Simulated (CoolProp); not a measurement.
A Linde-Hampson liquefier for oxygen: isothermal reversible compression at 300 K from 1 atm to 15 MPa, throttling to 1 atm, return gas leaving the recuperator 10 K below the feed. Each further row changes one setting.

Computed with CoolProp (reference Helmholtz-energy equation of state, Schmidt 1985).

```json
[
 {"case": "as stated", "liquid yield per pass": "0.062", "compression work (kJ/kg of gas)": "384"},
 {"case": "high pressure 30 MPa", "liquid yield per pass": "0.117", "compression work (kJ/kg of gas)": "435"},
 {"case": "warm-end temperature 330 K", "liquid yield per pass": "0.043", "compression work (kJ/kg of gas)": "425"},
 {"case": "warm-end gap 15 K", "liquid yield per pass": "0.051", "compression work (kJ/kg of gas)": "384"}
]
```

Above 300 K oxygen's equation is extrapolated.
